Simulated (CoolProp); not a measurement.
R1336mzz(E) along the isotherm 136.85 °C: density (kg/m³) from the reference equation and from simpler models built on Tc = 130.4 °C, pc = 27.79 bar, ω = 0.413; each cubic takes its own stable root.

Values from CoolProp's reference Helmholtz-energy equation of state, Akasaka 2023.

| p (bar) | phase | reference | Redlich-Kwong | Soave-Redlich-Kwong |
|---|---|---|---|---|
| 0.18 | gas | 0.8681 | 0.8681 | 0.8680 |
| 0.321 | gas | 1.551 | 1.551 | 1.551 |
| 0.57 | gas | 2.762 | 2.762 | 2.761 |
| 1.01 | gas | 4.922 | 4.919 | 4.918 |
| 1.8 | gas | 8.860 | 8.851 | 8.849 |
| 3.21 | gas | 16.09 | 16.07 | 16.06 |
| 5.7 | gas | 29.58 | 29.49 | 29.46 |
| 10.1 | gas | 56.10 | 55.78 | 55.66 |
| 18 | gas | 117.0 | 115.7 | 115.0 |
| 32.1 | supercritical | 583.1 | 522.4 | 474.5 |
| 57 | supercritical | 905.6 | 755.4 | 744.9 |
